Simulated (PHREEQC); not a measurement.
Dissolve 22 mmol/kgw HF, 29 mmol/kgw (NH4)2SiF6 and 0.38 mmol/kgw H2SO4 at 25 °C. Closed to the air; pH follows from the charge balance.

The numbers come from PHREEQC with the ion-association model, phreeqc.dat.

Each row changes one thing in this solution. Precipitation was switched off in this run.

| case | pH | ionic strength (mol/kgw) | HF (mol/kgw) | F- (mol/kgw) | HF2- (mol/kgw) | SO4-2 (mol/kgw) | SI of Quartz (SiO2) |
|---|---|---|---|---|---|---|---|
| as made | 2.40 | 0.0920 | 0.0176 | 0.00388 | 0.000262 | 0.000260 | -3.41 |
| 0.001 mol/kgw Na2SO4 added | 2.40 | 0.0945 | 0.0175 | 0.00394 | 0.000264 | 0.000945 | -3.42 |
| temperature from 25 to 60 °C | 2.52 | 0.0909 | 0.0188 | 0.00284 | 0.000234 | 0.000240 | ___ |
| temperature from 25 to 45 °C | 2.46 | 0.0914 | 0.0182 | 0.00325 | 0.000253 | 0.000250 | ___ |
| HF from 0.022 to 0.0044 mol/kgw | 2.74 | 0.0892 | 0.00347 | 0.00169 | 2.26e-5 | 0.000279 | +0.12 |

### Question
Complete the blanks.

### Answer

- temperature from 25 to 60 °C, SI of Quartz (SiO2): -1.31
- temperature from 25 to 45 °C, SI of Quartz (SiO2): -2.21

Species that the database lacks are ignored. Some of these states are supersaturated (in Quartz (slow to form), for instance). Constants without temperature data keep their 25 °C values here. SiF6-2 is the database's only silicon fluoride.
